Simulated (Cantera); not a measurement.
What does this Cantera script print?

```python
import numpy as np
import cantera as ct

gas = ct.Solution("gri30.yaml")
gas.TPX = 1425, 500000, {'H2': 1, 'O2': 0.217, 'N2': 0.817}
reactor = ct.IdealGasConstPressureReactor(gas, energy="on", clone=False)
net = ct.ReactorNet([reactor])
net.rtol, net.atol = 1e-08, 1e-16
show = ['H2', 'O2', 'H2O2', 'N2O', 'H']
times = np.geomspace(1e-06, 0.2, 12)

steps = ct.SolutionArray(gas, extra=["t"])
rows = []
print(f"{'t/s':>10s}{'T/K':>9s}{'P/Pa':>11s}" + "".join(f"{s:>11s}" for s in show))
for t in times:
    while net.time < t:
        t_next = net.step()
        steps.append(gas.state, t=t_next)
    rows.append([np.interp(t, steps.t, y) for y in (steps.T, steps.P, *steps(*show).X.T)])
    print(f"{t:10.3e}{rows[-1][0]:9.1f}{rows[-1][1]:11.4g}" + "".join(f"{x:11.3e}" for x in rows[-1][2:]))
rate = np.gradient(steps.T, steps.t)
print("integrator steps:", len(steps.t))
if steps.T.max() > steps.T[0] + 200:
    print(f"time of steepest temperature rise: {steps.t[rate.argmax()]:.4e} s")
gas.TPX = 1425, 500000, {'H2': 1, 'O2': 0.217, 'N2': 0.817}
gas.equilibrate("HP")
print(f"equilibrium (HP): T = {gas.T:.1f} K  " + "  ".join(f"{s} {gas[s].X[0]:.3e}" for s in show))
```

Result:

```
       t/s      T/K       P/Pa         H2         O2       H2O2        N2O          H
 1.000e-06   1425.0      5e+05  4.916e-01  1.067e-01  3.653e-08  1.137e-12  3.806e-06
 3.033e-06   1433.9      5e+05  4.871e-01  1.047e-01  7.975e-06  6.763e-10  2.333e-03
 9.201e-06   2545.1      5e+05  2.813e-01  3.686e-04  1.819e-07  1.867e-08  5.301e-02
 2.791e-05   2762.0      5e+05  2.981e-01  7.737e-05  6.261e-08  2.892e-08  2.351e-02
 8.465e-05   2790.5      5e+05  3.004e-01  5.314e-05  4.661e-08  3.150e-08  1.957e-02
 2.568e-04   2790.1      5e+05  3.005e-01  5.271e-05  4.633e-08  3.303e-08  1.951e-02
 7.789e-04   2789.1      5e+05  3.007e-01  5.218e-05  4.599e-08  3.809e-08  1.945e-02
 2.363e-03   2788.8      5e+05  3.007e-01  5.202e-05  4.588e-08  4.033e-08  1.943e-02
 7.166e-03   2788.8      5e+05  3.007e-01  5.202e-05  4.588e-08  4.035e-08  1.943e-02
 2.174e-02   2788.8      5e+05  3.007e-01  5.202e-05  4.588e-08  4.035e-08  1.943e-02
 6.594e-02   2788.8      5e+05  3.007e-01  5.202e-05  4.588e-08  4.035e-08  1.943e-02
 2.000e-01   2788.8      5e+05  3.007e-01  5.202e-05  4.588e-08  4.035e-08  1.943e-02
integrator steps: 1192
time of steepest temperature rise: 4.1359e-06 s
equilibrium (HP): T = 2788.8 K  H2 3.007e-01  O2 5.202e-05  H2O2 4.588e-08  N2O 4.035e-08  H 1.943e-02
```

Detailed kinetics in Cantera: GRI-Mech 3.0 (53 species, 325 reactions). The hydrogen kinetics of GRI-Mech 3.0 are dated; newer H2 mechanisms differ, most at raised pressure.
